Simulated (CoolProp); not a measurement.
Properties of acetone along the isobar 6.49 MPa (Tc = 508.1 K, pc = 4.692 MPa, ω = 0.307).

The numbers come from the reference Helmholtz-energy equation of state, Lemmon 2006 in CoolProp. It is a short technical equation, of lower accuracy than the large ones.

| T (K) | phase | density (kg/m³) | cp (kJ/(kg K)) | Joule-Thomson coefficient (K/MPa) | isothermal compressibility (1/MPa) | fugacity coefficient |
|---|---|---|---|---|---|---|
| 471.6 | liquid | 554.3 | 2.901 | 0.4737 | 0.01222 | 0.3289 |
| 476.7 | liquid | 543.5 | 2.958 | 0.5691 | 0.01396 | 0.3492 |
| 481.7 | liquid | 532.2 | 3.022 | 0.6797 | 0.01608 | 0.3696 |
| 486.8 | liquid | 520.0 | 3.098 | 0.8155 | 0.01884 | 0.3908 |
| 491.8 | liquid | 507.2 | 3.186 | 0.9786 | 0.02237 | 0.4118 |
| 496.8 | liquid | 493.3 | 3.295 | 1.183 | 0.02713 | 0.4332 |
| 501.9 | liquid | 477.7 | 3.438 | 1.453 | 0.03399 | 0.4551 |
| 506.9 | liquid | 460.6 | 3.626 | 1.810 | 0.04405 | 0.4768 |
| 512 | supercritical | 440.4 | 3.902 | 2.326 | 0.06070 | 0.4988 |
| 517 | supercritical | 416.7 | 4.332 | 3.089 | 0.09029 | 0.5203 |
| 522.1 | supercritical | 385.5 | 5.117 | 4.354 | 0.1540 | 0.5418 |
